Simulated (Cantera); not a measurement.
Mixture: CH₄ : H₂ : O₂ : N₂ = 1 : 0.27 : 2.3 : 8.63 (molar parts), at 1.00 bar, adiabatic and at constant pressure. Ignition delay is the time to a rise of 400 K.

Computed with Cantera and GRI-Mech 3.0 (53 species, 325 reactions). Below about 1000 K GRI-Mech 3.0 lacks low-temperature oxidation paths. Below about 950 K walls govern HO2 and H2O2 in real vessels.

### Question
Predict: delay at 900 K; delay at 1100 K; delay at 1300 K; delay at 1500 K; delay at 1700 K; apparent activation energy between 1500 and 1700 K.

### Answer
- delay at 900 K: 0.339 s
- delay at 1100 K: 14.6 ms
- delay at 1300 K: 2.08 ms
- delay at 1500 K: 0.404 ms
- delay at 1700 K: 0.117 ms
- apparent activation energy between 1500 and 1700 K: 130 kJ/mol
